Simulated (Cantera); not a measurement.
What does this Cantera script print?

```python
import numpy as np
import cantera as ct

gas = ct.Solution("gri30.yaml")
gas.TPX = 2048, 13332, {'NO': 1, 'N2': 0.81}
inlet = ct.Reservoir(gas, clone=True)

reactor = ct.IdealGasConstPressureReactor(gas, energy="off", clone=False)
exhaust = ct.Reservoir(gas, clone=True)
tau = [6.6, 2.7, 1.1, 0.43, 0.17, 0.069, 0.028, 0.011, 0.0045][0]
for a, b in ((inlet, reactor), (reactor, exhaust)):
    ct.MassFlowController(a, b, mdot=lambda t: reactor.mass / tau)
net = ct.ReactorNet([reactor])
show = ['NO', 'N2O', 'N2', 'O2', 'O', 'NO2']

rows = []
print(f"{'tau/s':>10s}{'T/K':>9s}" + "".join(f"{s:>11s}" for s in show))
for tau in [6.6, 2.7, 1.1, 0.43, 0.17, 0.069, 0.028, 0.011, 0.0045]:
    net.initial_time = 0.0
    net.advance(30 * tau)
    before = gas.X
    net.advance(40 * tau)
    drift = np.max(np.abs(gas.X - before) / (gas.X + 1e-9))
    rows.append([gas.T, *gas[show].X, drift])
    print(f"{tau:10.3e}{gas.T:9.1f}" + "".join(f"{x:11.3e}" for x in gas[show].X))
```

Output:

```
     tau/s      T/K         NO        N2O         N2         O2          O        NO2
 6.600e+00   2048.0  1.217e-01  5.180e-06  6.625e-01  2.146e-01  1.235e-03  7.139e-05
 2.700e+00   2048.0  2.152e-01  1.641e-05  6.157e-01  1.678e-01  1.104e-03  1.116e-04
 1.100e+00   2048.0  3.406e-01  4.310e-05  5.531e-01  1.052e-01  8.976e-04  1.403e-04
 4.300e-01   2048.0  4.537e-01  8.134e-05  4.966e-01  4.885e-02  6.546e-04  1.302e-04
 1.700e-01   2048.0  5.133e-01  1.089e-04  4.668e-01  1.914e-02  4.741e-04  1.003e-04
 6.900e-02   2048.0  5.372e-01  1.208e-04  4.549e-01  7.299e-03  3.731e-04  7.801e-05
 2.800e-02   2048.0  5.465e-01  1.221e-04  4.503e-01  2.706e-03  3.155e-04  6.472e-05
 1.100e-02   2048.0  5.502e-01  1.136e-04  4.485e-01  8.894e-04  2.662e-04  5.430e-05
 4.500e-03   2048.0  5.516e-01  9.443e-05  4.478e-01  2.493e-04  2.023e-04  4.152e-05
```

Model: GRI-Mech 3.0 (53 species, 325 reactions), integrated in Cantera.
